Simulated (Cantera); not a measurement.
Input: 1 mol HMDSO, 5.9 mol CO₂, 0.26 mol H₂, held at 10.0 mbar.

Method: chemical equilibrium by Gibbs-energy minimisation in Cantera with the NASA 1993 tables (ideal gas, pure condensed phases). Candidate condensed phases: C, C₆H₆, C₇H₈, C₈H₁₈, H₂O, Si, SiC, SiO₂; 123 gas species. The feed counts by its element totals alone. Mutual solubility and eutectic melting of coexisting phases are not modelled. The tables hold silica as quartz up to 1696 K and as liquid above; real silica turns to tridymite and cristobalite and melts near 1996 K. Equilibrium is a limit: real reactors are often held back by kinetics, nucleation or transport.

x: gas mole fraction; n: condensed amount in mol.

```json
[
 {"T (K)": "1573", "x CO": "0.523", "x H₂": "0.434", "x SiO": "0.0423", "x H": "0.000268", "x Si": "…", "n SiC(s)": "0.732", "n SiO₂(β-quartz)": "0.364"},
 {"T (K)": "1623", "x CO": "0.514", "x H₂": "0.419", "x SiO": "0.0657", "x H": "0.000448", "x Si": "…", "n SiC(s)": "0.550", "n SiO₂(β-quartz)": "0"},
 {"T (K)": "1673", "x CO": "0.514", "x H₂": "0.419", "x SiO": "0.0657", "x H": "0.000737", "x Si": "…", "n SiC(s)": "0.550", "n SiO₂(β-quartz)": "0"},
 {"T (K)": "1723", "x CO": "0.514", "x H₂": "0.419", "x SiO": "0.0657", "x H": "0.00118", "x Si": "…", "n SiC(s)": "0.550", "n SiO₂(β-quartz)": "0"},
 {"T (K)": "1773", "x CO": "0.514", "x H₂": "0.418", "x SiO": "0.0657", "x H": "0.00184", "x Si": "…", "n SiC(s)": "0.550", "n SiO₂(β-quartz)": "0"},
 {"T (K)": "1823", "x CO": "0.514", "x H₂": "0.418", "x SiO": "0.0656", "x H": "0.00280", "x Si": "…", "n SiC(s)": "0.549", "n SiO₂(β-quartz)": "0"},
 {"T (K)": "1873", "x CO": "0.513", "x H₂": "0.417", "x SiO": "0.0655", "x H": "0.00417", "x Si": "…", "n SiC(s)": "0.548", "n SiO₂(β-quartz)": "0"},
 {"T (K)": "1923", "x CO": "0.513", "x H₂": "0.415", "x SiO": "0.0654", "x H": "0.00607", "x Si": "…", "n SiC(s)": "0.546", "n SiO₂(β-quartz)": "0"},
 {"T (K)": "1973", "x CO": "0.512", "x H₂": "0.413", "x SiO": "0.0651", "x H": "0.00867", "x Si": "…", "n SiC(s)": "0.542", "n SiO₂(β-quartz)": "0"}
]
```

Complete the blanks.


- 1573, x Si: 2.92e-7
- 1623, x Si: 1.13e-6
- 1673, x Si: 3.26e-6
- 1723, x Si: 8.83e-6
- 1773, x Si: 2.26e-5
- 1823, x Si: 5.48e-5
- 1873, x Si: 0.000127
- 1923, x Si: 0.000281
- 1973, x Si: 0.000596
